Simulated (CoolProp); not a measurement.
Vapour-liquid equilibrium of trans-2-butene (1) + ethanol (2) at 339.6 K; x and y are mole fractions of (1).

Computed with CoolProp (multi-fluid Helmholtz-energy mixture model, Lemmon 2005 and Schroeder 2014; pair parameters Bell 2016).

| x | bubble pressure (bar) | y at the bubble point | dew pressure at overall composition x (bar) | liquid density (mol/L) |
|---|---|---|---|---|
| 0.05 | 1.933 | [?] | 0.6523 | 15.80 |
| 0.2 | 4.884 | [?] | 0.7746 | 14.56 |
| 0.35 | 6.105 | [?] | 0.9525 | 13.41 |
| 0.5 | 6.348 | 0.915 | 1.235 | 12.35 |
| 0.65 | [?] | [?] | 1.752 | 11.41 |
| 0.8 | 6.654 | 0.929 | 3.008 | 10.58 |
| 0.95 | 7.117 | 0.973 | [?] | 9.900 |

Question: Some entries are withheld; supply them.

Answer: 
- 0.05, y at the bubble point: 0.684
- 0.2, y at the bubble point: 0.882
- 0.35, y at the bubble point: 0.910
- 0.65, bubble pressure (bar): 6.410
- 0.65, y at the bubble point: 0.917
- 0.95, dew pressure at overall composition x (bar): 6.916

No azeotrope shows between x = 0.05 and 0.95.

Pair parameters are fitted to limited data, so mixtures are less certain than the pure fluids. With so large a gap from Raoult's law the liquid may split in two, which this calculation doesn't test in full.
